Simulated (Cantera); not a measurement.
## Equilibrium for carbon deposition, reforming and gasification: C2H5OH + H2O + N2 + O2

A closed system holds: 1 mol C2H5OH, 0.025 mol H2O, 3.2 mol N2, 0.13 mol O2, at 1148 K and 1.00 bar.

Method: chemical equilibrium by Gibbs-energy minimisation in Cantera with the NASA 1993 tables (ideal gas, pure condensed phases). Candidate condensed phases: C, C6H6, C7H8, C8H18, H2O; 136 gas species. The numbers say what is thermodynamically allowed, not how fast it happens.

```
Quantity            Value
--------------  ---------
x(N2)               0.430
x(H2)               0.395
x(CO)               0.167
x(CH4)            0.00372
x(H2O)            0.00317
x(CO2)            0.00114
x(NH3)            4.01e-5
x(HCN)            1.68e-5
n(C(graphite))  0.719 mol
gas amount      7.450 mol
```
